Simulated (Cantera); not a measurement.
Input (Python, Cantera) and output of one run.

```python
import numpy as np
import cantera as ct

gas_names = """
    CL CLO CL2 Mg MgCL MgCL2 MgO Mg2 O O2 O3
""".split()
cond_names = """
    Mg(cr) Mg(L) MgCL2(s) MgCL2(L) MgO(s) MgO(L)
""".split()


# ... load() reads the species with a 1 bar reference pressure and builds the phases ...
atoms = {
    'MgO': {'Mg': 1, 'O': 1},
    'Cl2': {'CL': 2},
}
top_T = {}  # K; cautious upper limits of use, not melting points


# ... equilibrate(T, P, feed) seeds the gas with the atoms and calls Mixture.equilibrate('TP', solver="vcs", rtol=1e-11, max_steps=5000) ...
results = []
feed = {'MgO': 1, 'Cl2': 0.5}  # mol
P = 2700  # Pa
for T in [948, 1048, 1148, 1248, 1348, 1448, 1548, 1648, 1748, 1848, 1948]:
    mix = equilibrate(T, P, feed)
    results.append((T, P, feed, dict(zip(mix.species_names, mix.species_moles))))

top = {s: max(r[3][s] / sum(r[3][g] for g in gas_names) for r in results) for s in gas_names}
cols = sorted((s for s in top if top[s] > 0.001), key=lambda s: -top[s])[:5]
seen = [c for c in cond_names if any(r[3].get(c, 0) > 1e-12 for r in results)]
print("log10 of partial pressures in bar; condensed amounts in mol")
print(f"{'T/K':>10s}" + "".join(f"{s[:9]:>10s}" for s in cols + seen))
for T, P, feed, n in results:
    ng = sum(n[g] for g in gas_names)
    print(f"{T:10.4g}" + "".join(f"{np.log10(max(n[s] / ng * P / 1e5, 1e-99)):10.3f}" for s in cols)
          + "".join(f"{n.get(c, 0):10.4g}" for c in seen))
```

It prints:

```
log10 of partial pressures in bar; condensed amounts in mol
       T/K       CL2     MgCL2        CL        O2         O  MgCL2(s)    MgO(s)
       948    -1.571    -4.367    -4.552    -4.096   -12.575  0.002173     0.997
      1048    -1.579    -3.466    -3.903    -3.768   -11.083         0    0.9936
      1148    -1.608    -2.898    -3.376    -3.199    -9.700         0    0.9758
      1248    -1.685    -2.458    -2.958    -2.759    -8.556         0    0.9295
      1348    -1.849    -2.151    -2.651    -2.452    -7.615         0    0.8419
      1448    -2.121    -1.975    -2.451    -2.276    -6.848         0    0.7344
      1548    -2.469    -1.899    -2.332    -2.200    -6.217         0    0.6559
      1648    -2.838    -1.874    -2.258    -2.176    -5.684         0      0.62
      1748    -3.192    -1.872    -2.206    -2.174    -5.222         0    0.6095
      1848    -3.518    -1.879    -2.164    -2.181    -4.813         0    0.6102
      1948    -3.815    -1.889    -2.128    -2.191    -4.448         0    0.6155
```

Equilibrium computed with Cantera from the NASA thermochemical tables; the gas is ideal and each condensed phase is pure.
